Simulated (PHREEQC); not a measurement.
# City or well water: speciation

Synthetic water in mg/kgw, 20 °C, pH 8.33, pe 11.2:

```csv
constituent,mg/kgw
Na,22.5
K,10.5
Ca,17.1
Mg,30
Cl,82.4
S(6) as SO4,82.7
Alkalinity as HCO3,22.4
Sr,0.22
```

Cl is adjusted to close the charge balance.
Valence states are taken as typed.

Computed with PHREEQC (ion-association model, wateq4f.dat).

* **ionic strength**: 0.00660 mol/kgw

| species | molality | activity | log γ |
|---|---|---|---|
| Cl- | 0.00248 | 0.00228 | -0.037 |
| Mg+2 | 0.00114 | 0.000821 | -0.142 |
| Na+ | 0.000976 | 0.000897 | -0.037 |
| SO4-2 | 0.000740 | 0.000529 | -0.145 |
| Ca+2 | 0.000396 | 0.000284 | -0.144 |
| HCO3- | 0.000346 | 0.000318 | -0.036 |
| K+ | 0.000268 | 0.000246 | -0.037 |
| MgSO4 | 8.92e-5 | 8.94e-5 | 0.001 |
| CaSO4 | 2.86e-5 | 2.86e-5 | 0.001 |
| CO3-2 | 3.99e-6 | 2.87e-6 | -0.144 |
| CO2 | 3.58e-6 | 3.59e-6 | 0.001 |
| MgHCO3+ | 3.27e-6 | 3.00e-6 | -0.037 |
| NaSO4- | 2.50e-6 | 2.30e-6 | -0.036 |
| Sr+2 | 2.34e-6 | 1.68e-6 | -0.143 |
| MgCO3 | 2.08e-6 | 2.08e-6 | 0.001 |
| OH- | 1.58e-6 | 1.45e-6 | -0.038 |

No solid was allowed to form. Complexes and solids missing from the database can't appear.
